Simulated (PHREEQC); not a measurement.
## Polishing slurry liquid

Dissolve 0.0013 mol K2CO3, 0.0048 mol Fe(NO3)3 and 0.01 mol KH2PO4 per kg of water at 25 °C. Closed to the air; pH follows from the charge balance.

Computed with PHREEQC (ion-association model, wateq4f.dat).

Each row changes one thing in this solution. No solid was allowed to form.

```csv
case,pH,ionic strength (mol/kgw),H2PO4- (mol/kgw),H3PO4 (mol/kgw),HPO4-2 (mol/kgw),KHPO4- (mol/kgw)
as made,4.30,0.0248,0.00663,4.22e-5,1.28e-5,1.72e-7
K2CO3 left out,3.69,0.0244,0.00531,0.000137,2.51e-6,2.70e-8
K2CO3 replaced by K2SiO3 at the same molality,4.30,0.0248,0.00664,4.21e-5,1.28e-5,1.73e-7
Fe(NO3)3 left out,6.41,0.0144,0.00813,4.15e-7,0.00184,2.80e-5
diluted 100-fold with water,4.24,0.000251,9.74e-5,8.14e-7,1.11e-7,2.52e-11
```

Some of these states are supersaturated (in Strengite, Fe(OH)3(a), for instance). H3PO4, which wateq4f.dat lacks, is added to it with the constant of phreeqc.dat.
